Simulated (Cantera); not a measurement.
Input: 1 mol AlBr₃, 30 mol N₂O, 8.3 mol H₂, at 1998.15 K and 160 Pa.

Equilibrium computed with Cantera from the NASA thermochemical tables; the gas is ideal and each condensed phase is pure. Candidate condensed phases: Al, AlBr₃, AlN, Al₂O₃, Br₂, H₂O; 41 gas species. Kinetics and transport are ignored.

Base state: N₂ 0.576, O₂ 0.188, H₂O 0.149, Br 0.0551, OH 0.0120, O 0.00714, NO 0.00615, HBr 0.00279 (mole fractions); condensed: Al₂O₃(s).

What changes in the equilibrium state with this change: AlBr₃ replaced by Al?


```tsv
species	before	after
N₂	0.576	0.611
O₂	0.188	0.198
H₂O	0.149	0.160
Br	0.0551	0
OH	0.0120	0.0126
HBr	0.00279	0
NO	0.00615	0.00652
H₂	0.00245	0.00255
Al₂O₃(s), mol	0.500	0.500
```
